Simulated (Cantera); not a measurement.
Cantera run:

```python
import numpy as np
import cantera as ct

gas_names = """
    H H2 H2S Pb PbS Pb2 S SH S2 S8
""".split()
cond_names = """
    Pb(cr) Pb(L) PbS(s) PbS(L) S(cr1) S(cr2) S(L)
""".split()


# ... load() reads the species with a 1 bar reference pressure and builds the phases ...
atoms = {
    'PbS': {'Pb': 1, 'S': 1},
    'H2': {'H': 2},
}
top_T = {}  # K; cautious upper limits of use, not melting points


# ... equilibrate(T, P, feed) seeds the gas with the atoms and calls Mixture.equilibrate('TP', solver="vcs", rtol=1e-11, max_steps=5000) ...
results = []
feed = {'PbS': 1, 'H2': 130}  # mol
T = 900  # K
for P in [10, 52, 270, 1400, 7200, 37000, 190000, 1000000]:
    mix = equilibrate(T, P, feed)
    results.append((T, P, feed, dict(zip(mix.species_names, mix.species_moles))))

top = {s: max(r[3][s] / sum(r[3][g] for g in gas_names) for r in results) for s in gas_names}
cols = sorted((s for s in top if top[s] > 0.0001), key=lambda s: -top[s])[:9]
seen = [c for c in cond_names if any(r[3].get(c, 0) > 1e-12 for r in results)]
print("log10 of partial pressures in bar; condensed amounts in mol")
print(f"{'P/Pa':>10s}" + "".join(f"{s[:9]:>10s}" for s in cols + seen))
for T, P, feed, n in results:
    ng = sum(n[g] for g in gas_names)
    print(f"{P:10.4g}" + "".join(f"{np.log10(max(n[s] / ng * P / 1e5, 1e-99)):10.3f}" for s in cols)
          + "".join(f"{n.get(c, 0):10.4g}" for c in seen))
```

Output:

```
log10 of partial pressures in bar; condensed amounts in mol
      P/Pa        H2       H2S       PbS        Pb     Pb(L)    PbS(s)
        10    -4.005    -6.528    -6.331    -6.528         0         0
        52    -3.288    -5.781    -5.635    -5.864   0.07215         0
       270    -2.572    -4.787    -5.357    -5.864     0.722         0
      1400    -1.857    -4.047    -5.333    -5.864    0.8211     0.123
      7200    -1.145    -3.336    -5.333    -5.864    0.8314    0.1578
   3.7e+04    -0.435    -2.625    -5.333    -5.864    0.8333    0.1645
   1.9e+05     0.276    -1.914    -5.333    -5.864    0.8337    0.1659
     1e+06     0.997    -1.193    -5.333    -5.864    0.8338    0.1661
```

Equilibrium computed with Cantera from the NASA thermochemical tables; the gas is ideal and each condensed phase is pure.
